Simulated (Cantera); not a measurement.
Input (Python, Cantera) and output of one run.

```python
import numpy as np
import cantera as ct

gas_names = """
    H HNO HNO2 HNO3 HO2 H2 H2O H2O2 N NH NH2 NH3 NH2OH NO NO2 NO3 N2 N2H2 N2H4 N2O O OH O2 O3 Si SiH
    SiH2 SiH3 SiH4 SiN SiO SiO2 Si2 Si2N Si3
""".split()
cond_names = """
    H2O(s) H2O(L) Si(cr) Si(L) SiO2(Lqz) SiO2(hqz) SiO2(L) Si2N2O(s) Si3N4(a)
""".split()


# ... load() reads the species with a 1 bar reference pressure and builds the phases ...
atoms = {
    'Si3N4': {'Si': 3, 'N': 4},
    'H2O': {'H': 2, 'O': 1},
    'N2': {'N': 2},
}
top_T = {'Si2N2O(s)': 2100, 'Si3N4(a)': 2400}  # K; cautious upper limits of use, not melting points


# ... equilibrate(T, P, feed) seeds the gas with the atoms and calls Mixture.equilibrate('TP', solver="vcs", rtol=1e-11, max_steps=5000) ...
results = []
feed = {'Si3N4': 1, 'H2O': 0.027, 'N2': 97}  # mol
T = 923.15  # K
P = 13332.2  # Pa
mix = equilibrate(T, P, feed)
results.append((T, P, feed, dict(zip(mix.species_names, mix.species_moles))))
print(gas.report(threshold=0.0001))
for i in range(1, mix.n_phases):
    print(f"{mix.phase(i).name:16s} {mix.phase_moles(i):12.5e} mol")
```

Result:

```
       temperature   923.15 K
          pressure   13332 Pa
           density   0.048647 kg/m^3
  mean mol. weight   28.007 kg/kmol
   phase of matter   gas

                          1 kg             1 kmol
                     ---------------   ---------------
          enthalpy        6.7726e+05        1.8968e+07  J
   internal energy         4.032e+05        1.1292e+07  J
           entropy            8652.8        2.4234e+05  J/K
    Gibbs function       -7.3105e+06       -2.0474e+08  J
 heat capacity c_p            1152.1             32267  J/K
 heat capacity c_v            855.25             23953  J/K

                      mass frac. Y      mole frac. X     chem. pot. / RT
                     ---------------   ---------------   ---------------
                H2        2.0029e-05        0.00027825           -27.512
                N2           0.99998           0.99972           -26.675
     [  +33 minor]        3.7995e-10        6.3537e-10

Si(cr)            0.00000e+00 mol
SiO2(hqz)         0.00000e+00 mol
Si2N2O(s)         2.70000e-02 mol
Si3N4(a)          9.82000e-01 mol
```

Method: chemical equilibrium by Gibbs-energy minimisation in Cantera with the NASA 1993 tables (ideal gas, pure condensed phases).
